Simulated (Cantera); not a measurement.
# Hydrogen reduction and annealing atmospheres: NiS + H₂

Charge: 1 mol NiS, 38 mol H₂, held at 1600 K and 195 Torr.

Equilibrium computed with Cantera from the NASA thermochemical tables; the gas is ideal and each condensed phase is pure. Candidate condensed phases: Ni, NiS, NiS₂, Ni₃S₂, Ni₃S₄, S; 9 gas species. Metal and sulfide melt together well below either melting point, which pure phases cannot show. Mutual solubility and eutectic melting of coexisting phases are not modelled. Equilibrium is a limit: real reactors are often held back by kinetics, nucleation or transport.

The x(H₂) is 0.986 and the x(H₂S) is 0.0136. The x(SH) is 0.000273 and the x(S₂) is 0.000137. The x(H) is 0.000106 and the x(S) is 2.77e-6. The x(Ni) is 1.62e-6 and the x(NiS) is 1.01e-6. The n(Ni(s)) is 0.305 mol. The n(Ni₃S₂(l)) is 0.232 mol and the gas amount is 38.01 mol. The log10 activity of NiS(l) (absent) is -1.14 and the log10 activity of S(l) (absent) is -3.53. The log10 activity of NiS₂(l) (absent) is -4.65.
